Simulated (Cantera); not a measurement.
Feed: 1 mol SiH4, 1.2 mol N2O, 6.5 mol N2, at 1150 K and 435 Torr.

These are equilibrium values from Cantera (NASA tables, ideal gas, pure condensed phases), not measurements of a reactor. Candidate condensed phases: H2O, Si, SiO2, Si2N2O, Si3N4; 35 gas species. Mutual solubility and eutectic melting of coexisting phases are not modelled. The tables hold silica as quartz up to 1696 K and as liquid above; real silica turns to tridymite and cristobalite and melts near 1996 K. Kinetics and transport are ignored.

Base state: N2 0.788, H2 0.212, H2O 4.69e-5, NH3 1.23e-5 (mole fractions); condensed: SiO2(β-quartz) + Si2N2O(s).

Q: What changes in the equilibrium state with this change: temperature from 1150 K to 625 K?

A: 
| species | before | after |
|---|---|---|
| N2 | 0.788 | 0.788 |
| H2 | 0.212 | 0.210 |
| NH3 | 1.23e-5 | 0.00137 |
| H2O | 4.69e-5 | 9.92e-7 |
| SiO2(β-quartz), mol | 0.466 | 0 |
| Si2N2O(s), mol | 0.267 | 0.267 |
| SiO2(α-quartz), mol | 0 | 0.467 |
